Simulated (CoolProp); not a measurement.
Vapour-liquid equilibrium of methanol (1) + ethylbenzene (2) at 84.45 °C; x and y are mole fractions of (1).

Computed with CoolProp (multi-fluid Helmholtz-energy mixture model, de Reuck 1993 and Zhou 2012; pair parameters Bell 2016).

```json
[
 {"x": "0.05", "bubble pressure (MPa)": "0.07062", "y at the bubble point": "0.722", "dew pressure at overall composition x (MPa)": "0.02094", "liquid density (mol/L)": "7.889"},
 {"x": "0.15", "bubble pressure (MPa)": "0.1299", "y at the bubble point": "0.854", "dew pressure at overall composition x (MPa)": "0.02350", "liquid density (mol/L)": "8.478"},
 {"x": "0.25", "bubble pressure (MPa)": "0.1575", "y at the bubble point": "0.883", "dew pressure at overall composition x (MPa)": "0.02662", "liquid density (mol/L)": "9.161"},
 {"x": "0.35", "bubble pressure (MPa)": "0.1701", "y at the bubble point": "0.894", "dew pressure at overall composition x (MPa)": "0.03065", "liquid density (mol/L)": "9.966"},
 {"x": "0.45", "bubble pressure (MPa)": "0.1760", "y at the bubble point": "0.900", "dew pressure at overall composition x (MPa)": "0.03613", "liquid density (mol/L)": "10.93"},
 {"x": "0.55", "bubble pressure (MPa)": "0.1799", "y at the bubble point": "0.904", "dew pressure at overall composition x (MPa)": "0.04403", "liquid density (mol/L)": "12.10"},
 {"x": "0.65", "bubble pressure (MPa)": "0.1841", "y at the bubble point": "0.910", "dew pressure at overall composition x (MPa)": "0.05634", "liquid density (mol/L)": "13.54"},
 {"x": "0.75", "bubble pressure (MPa)": "0.1899", "y at the bubble point": "0.920", "dew pressure at overall composition x (MPa)": "0.07819", "liquid density (mol/L)": "15.36"},
 {"x": "0.85", "bubble pressure (MPa)": "0.1976", "y at the bubble point": "0.939", "dew pressure at overall composition x (MPa)": "0.1269", "liquid density (mol/L)": "17.69"},
 {"x": "0.95", "bubble pressure (MPa)": "0.2069", "y at the bubble point": "0.974", "dew pressure at overall composition x (MPa)": "0.2009", "liquid density (mol/L)": "20.78"}
]
```

No azeotrope shows between x = 0.05 and 0.95.

Pair parameters are fitted to limited data, so mixtures are less certain than the pure fluids. With so large a gap from Raoult's law the liquid may split in two, which this calculation doesn't test in full.
